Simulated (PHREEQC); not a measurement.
A solution holds 3.8 mol/kgw H2SO4 and 0.052 mol/kgw K2SO4, at 20 °C. Closed to the air; pH follows from the charge balance.

Equilibrium calculation in PHREEQC: Pitzer model, pitzer.dat.

| quantity | before | after |
|---|---|---|
| pH | -1.49 | -0.61 |
| ionic strength (mol/kgw) | 5.38 | 2.94 |
| HSO4- (mol/kgw) | 3.09 | 1.42 |
| SO4-2 (mol/kgw) | 0.762 | 0.507 |

Task: Name the change that produced these shifts.
(A) temperature from 20 to 55 °C
(B) temperature from 20 to 40 °C
(C) K2SO4 replaced by KOH at the same molality
(D) K2SO4 left out
(E) diluted 2-fold with water

Result: E, diluted 2-fold with water

This is a speciation only: nothing precipitates in the calculation. In brines, pH and single-ion activities rest on the MacInnes convention.
